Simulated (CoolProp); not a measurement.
Vapour-liquid equilibrium of R114 (1) + n-hexane (2) at 349.4 K; x and y are mole fractions of (1).

Values from CoolProp's multi-fluid Helmholtz-energy mixture model, Platzer 1990 and Thol 2019; pair parameters Bell 2016. This equation is an older, rougher fit; its heat capacities, sound speeds and derivatives of the liquid may be far off and weren't checked against measurements.

```csv
x,bubble pressure (kPa),y at the bubble point,dew pressure at overall composition x (kPa),liquid density (mol/L)
0.05,180.5,…,134.0,7.056
0.2,320.1,0.649,157.3,7.130
0.35,435.7,…,190.0,7.199
0.5,…,0.841,239.2,7.265
0.65,627.6,0.892,320.7,7.327
0.8,719.9,0.937,472.5,7.387
0.95,819.4,0.983,747.4,7.449
```

Question: What belongs in the gaps?

Answer: 
- 0.05, y at the bubble point: 0.312
- 0.35, y at the bubble point: 0.772
- 0.5, bubble pressure (kPa): 535.5

No azeotrope shows between x = 0.05 and 0.95.

The pair parameters rest on a limited set of measurements; away from them the model extrapolates.
